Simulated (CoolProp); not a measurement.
Model: reference Helmholtz-energy equation of state, Thol 2018, in CoolProp.

Question: For hydrogen chloride, give the phase and the speed of sound (m/s), Joule-Thomson coefficient (K/MPa) at 16.05 °C and 0.162 MPa; 143.75 °C and 0.162 MPa.

Answer: 
- 16.05 °C and 0.162 MPa: gas; speed of sound 302, Joule-Thomson coefficient 17.0
- 143.75 °C and 0.162 MPa: gas; speed of sound 364, Joule-Thomson coefficient 7.76
